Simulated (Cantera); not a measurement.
A Cantera script and what it prints.

```python
import numpy as np
import cantera as ct

gas_names = """
    O S2 SO3
""".split()
cond_names = """

""".split()


# ... load() reads the species with a 1 bar reference pressure and builds the phases ...
species = {s.name: s for s in load("nasa_gas.yaml", gas_names) + load("nasa_condensed.yaml", cond_names)}
# Each term lists the table entries of one substance; the one whose range holds T is used.
reactions = {
    '6 O(g) + S2(g) = 2 SO3(g)':
        [(-6, ['O']), (-1, ['S2']), (2, ['SO3'])],
}


def pick(names, T):
    return next(species[n] for n in names if species[n].thermo.min_temp <= T <= species[n].thermo.max_temp)


results = []
for label, terms in reactions.items():
    print(label)
    print("     T/K   dH/kJ  dS/(J/K)   dG/kJ   log10 K")
    for T in [1998, 2098, 2198, 2298, 2398, 2498, 2598, 2698, 2798, 2898, 2998]:
        used = [(nu, pick(names, T)) for nu, names in terms]
        dH = sum(nu * s.thermo.h(T) for nu, s in used) / 1e6
        dS = sum(nu * s.thermo.s(T) for nu, s in used) / 1e3
        dG = dH - T * dS / 1e3
        logK = -dG * 1e6 / (ct.gas_constant * T * np.log(10))
        results.append((label, T, dH, dS, dG, logK, [s.name for _, s in used]))
        print(f"{T:8g} {dH:8.1f} {dS:8.1f} {dG:8.1f} {logK:8.2f}")
```

Output:

```
6 O(g) + S2(g) = 2 SO3(g)
     T/K   dH/kJ  dS/(J/K)   dG/kJ   log10 K
    1998  -2440.4   -726.0   -989.9    25.88
    2098  -2440.6   -726.1   -917.2    22.84
    2198  -2440.8   -726.2   -844.6    20.07
    2298  -2441.0   -726.3   -772.0    17.55
    2398  -2441.2   -726.4   -699.4    15.23
    2498  -2441.5   -726.5   -626.7    13.11
    2598  -2441.7   -726.6   -554.1    11.14
    2698  -2441.9   -726.6   -481.4     9.32
    2798  -2442.1   -726.7   -408.8     7.63
    2898  -2442.4   -726.8   -336.1     6.06
    2998  -2442.7   -726.9   -263.4     4.59
```

Standard-state values (1 bar) from the NASA 1993 polynomials, evaluated with Cantera. Condensed species are held in their standard states even where they would react or evaporate.
